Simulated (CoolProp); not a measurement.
Properties of 1,2-dichloroethane along the isobar 3.24 MPa (Tc = 561.6 K, pc = 5.226 MPa, ω = 0.269).

The numbers come from the reference Helmholtz-energy equation of state, Thol 2015 in CoolProp.

```tsv
T (K)	phase	speed of sound (m/s)	Joule-Thomson coefficient (K/MPa)	expansivity (1/kK)
362.1	liquid	966.0	-0.3192	1.374
372.7	liquid	926.0	-0.2983	1.429
383.3	liquid	886.1	-0.2751	1.489
393.9	liquid	846.3	-0.2492	1.557
404.5	liquid	806.4	-0.2202	1.631
415.1	liquid	766.5	-0.1875	1.715
425.7	liquid	726.6	-0.1504	1.809
436.4	liquid	686.3	-0.1073	1.918
447	liquid	646.2	-0.05756	2.043
457.6	liquid	606.0	0.001333	2.190
468.2	liquid	565.4	0.07256	2.367
478.8	liquid	524.2	0.1611	2.589
489.4	liquid	481.8	0.2751	2.878
500	liquid	437.7	0.4290	3.277
```
